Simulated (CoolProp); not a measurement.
Diethyl ether along the isobar 0.687 MPa: fugacity coefficient from the reference equation and from simpler models built on Tc = 467.9 K, pc = 3.717 MPa, ω = 0.282; each cubic takes its own stable root.

Values from CoolProp's reference Helmholtz-energy equation of state, Thol 2014.

| T (K) | phase | reference |
|---|---|---|
| 325.6 | liquid | 0.2566 |
| 340.5 | liquid | 0.3885 |
| 355.3 | liquid | 0.5601 |
| 370.1 | liquid | 0.7755 |
| 384.9 | gas | 0.8745 |
| 399.8 | gas | 0.8910 |
| 414.6 | gas | 0.9045 |
| 429.4 | gas | 0.9158 |
| 444.2 | gas | 0.9253 |
| 459.1 | gas | 0.9335 |
| 473.9 | gas | 0.9406 |
| 488.7 | gas | 0.9467 |
| 503.5 | gas | 0.9521 |
| 518.4 | gas | 0.9569 |
| 533.2 | gas | 0.9611 |
| 548 | gas | 0.9649 |

Task: How far does each simpler model (van der Waals, Redlich-Kwong, Soave-Redlich-Kwong, Peng-Robinson) lie from the reference over these 16 states: mean and median of the absolute difference, and the worst?

Result: 
- van der Waals: mean 28.8 %, median 1.6 %, worst +239.8 % at 325.6 K and 0.687 MPa
- Redlich-Kwong: mean 11.2 %, median 0.5 %, worst +64.7 % at 325.6 K and 0.687 MPa
- Soave-Redlich-Kwong: mean 0.5 %, median 0.1 %, worst +1.8 % at 370.1 K and 0.687 MPa
- Peng-Robinson: mean 0.5 %, median 0.6 %, worst -0.7 % at 473.9 K and 0.687 MPa

At some of these states van der Waals, Redlich-Kwong gives the other phase, because its saturation line lies elsewhere.
